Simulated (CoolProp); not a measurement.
Saturation properties of chlorine.

Values from CoolProp's reference Helmholtz-energy equation of state, Thol 2021.

```csv
T (°C),p (bar),liquid density (kg/m³),vapour density (kg/m³),liquid cp (kJ/(kg K))
-75.75,0.1027,1677,0.4458,0.9399
-63.25,0.2270,1643,0.9305,0.9380
-50.75,0.4539,1609,1.767,0.9378
-38.35,[?],1576,3.091,0.9396
-25.85,1.429,1541,5.100,0.9437
-13.35,2.318,1506,7.985,0.9506
-0.85,3.580,[?],11.97,0.9606
11.55,5.287,1434,17.27,[?]
24.05,7.560,1396,24.24,0.9913
36.55,10.48,1356,33.21,1.013
48.95,14.11,1315,[?],1.041
61.45,18.61,1271,58.72,1.078
73.95,24.04,1224,76.58,[?]
86.45,30.50,1172,99.07,1.194
```

**Question.** Complete the blanks.

**Answer.** 
- -38.35, p (bar): 0.8314
- -0.85, liquid density (kg/m³): 1470
- 11.55, liquid cp (kJ/(kg K)): 0.9739
- 48.95, vapour density (kg/m³): 44.46
- 73.95, liquid cp (kJ/(kg K)): 1.126

It boils at -34.0 °C under 1 atm.
